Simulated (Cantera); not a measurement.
Predominance diagram of Ca at 600 K against the partial pressures of O₂ and H₂O (log10, bar). Standard-state values (1 bar) from the NASA 1993 polynomials, evaluated with Cantera. Candidates: Ca(s), CaO(s), Ca(OH)₂(s). Only these pure phases compete in this equilibrium. 

Problem. Which phase is stable at these pairs, and which metal-bearing vapour leads over it? (-13.3, -25.5); (-6.2, -29.8); (-56.3, -21.2); (-24.1, -17); (-59.8, -34); (-49.1, -21.2); (-20.5, -8.5)

Solution. 
```csv
log p(O₂),log p(H₂O),phase,chief vapour,log p (bar)
-13.3,-25.5,CaO(s),Ca(OH)₂,-45.6
-6.2,-29.8,CaO(s),CaO,-49.8
-56.3,-21.2,CaO(s),Ca,-31.3
-24.1,-17,CaO(s),Ca(OH)₂,-37.1
-59.8,-34,CaO(s),Ca,-29.5
-49.1,-21.2,CaO(s),Ca,-34.9
-20.5,-8.5,CaO(s),Ca(OH)₂,-28.6
```
